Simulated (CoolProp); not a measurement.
Properties of hexamethyldisiloxane (MM) along the isotherm 620 K.

The numbers come from the reference Helmholtz-energy equation of state, Thol 2016 in CoolProp.

| p (MPa) | phase | density (kg/m³) | cp (kJ/(kg K)) | isothermal compressibility (1/MPa) | fugacity coefficient |
|---|---|---|---|---|---|
| 0.536 | gas | 17.82 | 2.292 | 1.970 | 0.9493 |
| 1.07 | gas | 37.67 | 2.323 | 1.045 | 0.9009 |
| 1.61 | gas | 60.23 | 2.366 | 0.7354 | 0.8543 |
| 2.15 | supercritical | 85.59 | 2.421 | 0.5806 | 0.8104 |
| 2.68 | supercritical | 113.4 | 2.489 | 0.4883 | 0.7701 |
| 3.22 | supercritical | 144.9 | 2.572 | 0.4232 | 0.7318 |
| 3.75 | supercritical | 178.8 | 2.660 | 0.3706 | 0.6970 |
| 4.29 | supercritical | 215.3 | 2.738 | 0.3158 | 0.6644 |
| 4.83 | supercritical | 251.2 | 2.783 | 0.2549 | 0.6348 |
